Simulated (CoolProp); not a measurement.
Saturation properties of C3F8 (R218).

Computed with CoolProp (reference Helmholtz-energy equation of state, Lemmon 2006). It is a short technical equation, of lower accuracy than the large ones.

```
T (K)  p (kPa)  liquid density (kg/m³)  vapour density (kg/m³)  enthalpy of vaporisation (kJ/kg)  liquid cp (kJ/(kg K))  liquid conductivity (mW/(m K))
-----  -------  ----------------------  ----------------------  --------------------------------  ---------------------  ------------------------------
258.1    246.2                    1522                   23.89                             96.60                  1.028                            56.1
261.6    279.6                    1507                   27.03                             95.10                  1.038                            55.1
265.1    316.3                    1492                   30.48                             93.55                  1.048                            54.2
268.6    356.6                    1476                   34.29                             91.96                  1.058                            53.2
272.1    400.5                    1460                   38.48                             90.32                  1.069                            52.2
275.6    448.5                    1443                   43.08                             88.62                  1.081                            51.3
279.1    500.6                    1426                   48.13                             86.86                  1.093                            50.3
282.6    557.1                    1408                   53.68                             85.04                  1.106                            49.4
286.1    618.2                    1390                   59.76                             83.15                  1.119                            48.5
```

It boils at 236.4 K under 1 atm.

Thermal conductivity comes from a separate model (Huber 2003), an estimate that may be off by 10 % or more.
